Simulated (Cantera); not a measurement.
Charge: 1 mol Si, 0.9 mol Cl2, 10 mol H2, held at 602 °C and 1 atm.

Equilibrium computed with Cantera from the NASA thermochemical tables; the gas is ideal and each condensed phase is pure. Candidate condensed phases: Si; 19 gas species. The tables' values for SiCl3 are old estimates; treat these amounts as uncertain. Rates play no part.

Base state: H2 0.949, SiCl4 0.0257, SiHCl3 0.0215, HCl 0.00248, SiH2Cl2 0.00165, SiCl3 6.06e-5, SiH3Cl 3.03e-5 (mole fractions); condensed: Si(s).

### Question
What changes in the equilibrium state with this change: temperature from 602 °C to 902 °C?

### Answer
```csv
species,before,after
H2,0.949,0.930
HCl,0.00248,0.0275
SiCl4,0.0257,0.0205
SiHCl3,0.0215,0.0163
SiCl2,8.26e-6,0.00186
SiCl3,6.06e-5,0.00198
"Si(s), mol",0.492,0.555
```

### Question
What changes in the equilibrium state with this change: temperature from 602 °C to 777 °C?

### Answer
```
species      before     after
----------  -------  --------
H2            0.949     0.942
SiCl4        0.0257    0.0242
SiHCl3       0.0215    0.0192
HCl         0.00248    0.0123
SiCl2       8.26e-6  0.000299
SiCl3       6.06e-5  0.000632
SiH3Cl      3.03e-5   4.12e-5
SiH2Cl2     0.00165   0.00175
Si(s), mol    0.492     0.519
```

### Question
What changes in the equilibrium state with this change: temperature from 602 °C to 1427 °C?

### Answer
```csv
species,before,after
H2,0.949,0.875
HCl,0.00248,0.0890
SiCl2,8.26e-6,0.0324
SiCl4,0.0257,0.000380
SiHCl3,0.0215,0.000722
H,<1e-9,0.000137
SiH2,<1e-9,1.24e-5
Cl,<1e-9,1.08e-5
"Si(s), mol",0.492,0
"Si(l), mol",0,0.605
```
The tables' values for SiCl3, SiCl are old estimates; treat these amounts as uncertain. Gases not in the tables: Si2H6 and higher silanes.
